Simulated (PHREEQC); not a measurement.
0.035 g of hydrous ferric oxide (600 m²/g; 0.2 weak and 0.005 strong sites per Fe, Dzombak-Morel constants, diffuse double layer) in 1 kg of water with 0.05 mol/kgw of an inert sodium salt and 5.1e-06 mol/kgw Na2SeO3, at 25 °C; the pH is set by adding NaOH or the inert anion's acid. The system is closed to oxygen. The system is closed to CO2. Precipitation was switched off in this run.

The series has 17 steps of pH, from 4 to 10.

The numbers come from PHREEQC with the ion-association model, wateq4f.dat.

Task: Near which pH is half of the Se sorbed, and on which side is more sorbed?

Result: Near pH 8.2, with more sorbed at lower pH.

Complexes and solids missing from the database can't appear. The database's selenite sorption wasn't checked against measurements; a fall in acid may be a fault of its surface constants.
